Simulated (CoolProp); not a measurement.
Saturated liquid density (kg/m³) of R21: the reference equation beside estimates from Tc = 452.7 K, pc = 5.289 MPa, ω = 0.206. Rackett uses Z = 0.29056 − 0.08775 ω.

Computed with CoolProp (reference Helmholtz-energy equation of state, Platzer 1990). This equation is an older, rougher fit; its heat capacities, sound speeds and derivatives of the liquid may be far off and weren't checked against measurements.

```csv
T (K),reference,Rackett,van der Waals,Redlich-Kwong,Peng-Robinson
272,1428,1443,890.9,(withheld),1514
281.5,1407,1421,877.9,1289,1492
290.9,1385,1399,(withheld),1266,1469
300.4,1362,1376,850.7,1241,1444
309.8,1339,1352,836.5,1216,1418
319.3,1315,1328,821.6,1190,1390
328.7,1290,1303,806.1,1162,1361
338.2,1264,1277,789.9,1133,1330
347.7,1237,1250,772.9,(withheld),1297
```

Q: Fill in the missing entries.

A: 
- 272, Redlich-Kwong: 1311
- 290.9, van der Waals: 864.6
- 347.7, Redlich-Kwong: 1103

Absolute difference from the reference over all 9 rows, mean and median: Rackett 1.0 and 1.0 %, van der Waals 37.5 and 37.5 %, Redlich-Kwong 9.3 and 9.2 %, Peng-Robinson 5.7 and 5.9 %.
